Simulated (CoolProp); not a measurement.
Vapour pressure (MPa) of oxygen: the reference equation beside estimates from Tc = 154.6 K, pc = 5.046 MPa, ω = 0.022. Clausius-Clapeyron is anchored at 125 K with a constant enthalpy of vaporisation of 5.250 kJ/mol.

Computed with CoolProp (reference Helmholtz-energy equation of state, Schmidt 1985).

| T (K) | reference | Lee-Kesler | Clausius-Clapeyron | van der Waals | Redlich-Kwong | Soave-Redlich-Kwong | Peng-Robinson |
|---|---|---|---|---|---|---|---|
| 112.4 | 0.6389 | 0.6393 | 0.7668 | 1.224 | 0.6028 | 0.6408 | 0.6416 |
| 114.5 | 0.7320 | 0.7326 | 0.8500 | 1.341 | 0.6980 | 0.7354 | 0.7351 |
| 116.6 | 0.8346 | 0.8354 | 0.9388 | 1.464 | 0.8035 | 0.8397 | 0.8381 |
| 118.7 | 0.9473 | 0.9481 | 1.033 | 1.595 | 0.9197 | 0.9542 | 0.9513 |
| 120.8 | 1.070 | 1.071 | 1.133 | 1.733 | 1.047 | 1.080 | 1.075 |
| 122.9 | 1.205 | 1.205 | 1.239 | 1.879 | 1.186 | 1.216 | 1.210 |
| 125 | 1.351 | 1.351 | 1.351 | 2.032 | 1.338 | 1.365 | 1.357 |
| 127.1 | 1.509 | 1.509 | 1.468 | 2.192 | 1.502 | 1.526 | 1.517 |
| 129.2 | 1.680 | 1.680 | 1.592 | 2.360 | 1.680 | 1.701 | 1.690 |
| 131.3 | 1.865 | 1.864 | 1.721 | 2.536 | 1.871 | 1.889 | 1.876 |
| 133.4 | 2.064 | 2.062 | 1.857 | 2.721 | 2.076 | 2.091 | 2.076 |
| 135.5 | 2.277 | 2.275 | 1.998 | 2.913 | 2.297 | 2.307 | 2.292 |
| 137.6 | 2.506 | 2.503 | 2.145 | 3.113 | 2.532 | 2.539 | 2.523 |
| 139.7 | 2.751 | 2.747 | 2.299 | 3.322 | 2.783 | 2.787 | 2.770 |

Absolute difference from the reference over all 14 rows, mean and median: Lee-Kesler 0.1 and 0.1 %, Clausius-Clapeyron 9.7 and 9.5 %, van der Waals 51.0 and 47.8 %, Redlich-Kwong 1.9 and 1.1 %, Soave-Redlich-Kwong 1.0 and 1.1 %, Peng-Robinson 0.5 and 0.5 %.
